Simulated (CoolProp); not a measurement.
Vapour-liquid equilibrium of n-hexane (1) + ethylbenzene (2) at 0.0311 bar; x and y are mole fractions of (1).

Computed with CoolProp (multi-fluid Helmholtz-energy mixture model, Thol 2019 and Zhou 2012; pair parameters Bell 2016).

```tsv
x	bubble temperature (°C)	y at the bubble point	dew temperature at overall composition x (°C)	liquid density (mol/L)
0.05	27.7	0.544	40.6	8.078
0.15	13.7	0.820	38.5	8.147
0.25	6.5	0.898	36.2	(withheld)
0.35	2.0	0.933	33.7	8.155
0.45	-1.3	0.953	30.8	8.137
0.55	-3.8	0.966	27.5	8.113
0.65	-5.8	(withheld)	23.4	8.085
0.75	-7.7	0.984	18.3	8.055
0.85	-9.4	0.991	11.3	8.024
0.95	-11.0	0.997	-0.8	(withheld)
```

Q: Complete the blanks.

A: 
- 0.25, liquid density (mol/L): 8.162
- 0.65, y at the bubble point: 0.976
- 0.95, liquid density (mol/L): 7.993

No azeotrope shows between x = 0.05 and 0.95.

Pair parameters are fitted to limited data, so mixtures are less certain than the pure fluids.
